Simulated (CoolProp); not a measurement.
Properties of cyclopentane along the isotherm 550 K.

The numbers come from the reference Helmholtz-energy equation of state, Gedanitz 2015 in CoolProp.

| p (bar) | phase | density (kg/m³) | Joule-Thomson coefficient (K/MPa) | isothermal compressibility (1/MPa) | expansivity (1/kK) | conductivity (mW/(m K)) |
|---|---|---|---|---|---|---|
| 8.81 | gas | 14.30 | 6.003 | 1.203 | 2.194 | 44.9 |
| 17.6 | gas | 30.45 | 6.477 | 0.6459 | 2.705 | 47.2 |
| 26.4 | gas | 49.18 | 7.063 | 0.4697 | 3.439 | 49.7 |
| 35.3 | gas | 71.88 | 7.807 | 0.3937 | 4.588 | 52.6 |
| 44.1 | gas | 100.2 | 8.719 | 0.3675 | 6.530 | 56.0 |
| 52.9 | supercritical | 138.7 | 9.651 | 0.3778 | 10.24 | 60.4 |
| 61.7 | supercritical | 195.6 | 9.615 | 0.3987 | 16.85 | 65.8 |
| 70.5 | supercritical | 271.7 | 7.496 | 0.3226 | 20.77 | 69.5 |
| 79.3 | supercritical | 336.6 | 4.735 | 0.1711 | 15.04 | 69.9 |
| 88.1 | supercritical | 376.2 | 3.024 | 0.09304 | 10.03 | 70.3 |
| 96.9 | supercritical | 401.6 | 2.105 | 0.05967 | 7.410 | 71.2 |
| 106 | supercritical | 420.3 | 1.551 | 0.04251 | 5.896 | 72.2 |
| 115 | supercritical | 434.7 | 1.201 | 0.03281 | 4.964 | 73.2 |

Thermal conductivity comes from a separate model (Vassiliou 2015).
